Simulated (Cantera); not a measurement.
Feed: 1 mol PbO, 55 mol N2, equilibrated at 1448 K and 1.00 bar.

Method: chemical equilibrium by Gibbs-energy minimisation in Cantera with the NASA 1993 tables (ideal gas, pure condensed phases). Candidate condensed phases: Pb, PbO, PbO2, Pb3O4; 12 gas species. Gases not in the tables: (PbO)n polymers. The numbers say what is thermodynamically allowed, not how fast it happens.

Base state: N2 0.994, PbO 0.00444, Pb 0.000790, O2 0.000373, NO 4.45e-5 (mole fractions); condensed: PbO(l).

What changes in the equilibrium state with this change: temperature from 1448 K to 973.15 K?


```
species             before    after
----------------  --------  -------
N2                   0.994     1.00
PbO                0.00444  1.22e-7
Pb                0.000790  2.54e-8
O2                0.000373  9.88e-9
NO                 4.45e-5  5.64e-9
PbO(l), mol          0.711        0
PbO(yellow), mol         0    1.000
```

What changes in the equilibrium state with this change: temperature from 1448 K to 925 K?


```json
[
 {"species": "N2", "before": "0.994", "after": "1.00"},
 {"species": "PbO", "before": "0.00444", "after": "2.04e-8"},
 {"species": "Pb", "before": "0.000790", "after": "4.62e-9"},
 {"species": "O2", "before": "0.000373", "after": "1.67e-9"},
 {"species": "NO", "before": "4.45e-5", "after": "1.29e-9"},
 {"species": "PbO(l), mol", "before": "0.711", "after": "0"},
 {"species": "PbO(yellow), mol", "before": "0", "after": "1.000"}
]
```
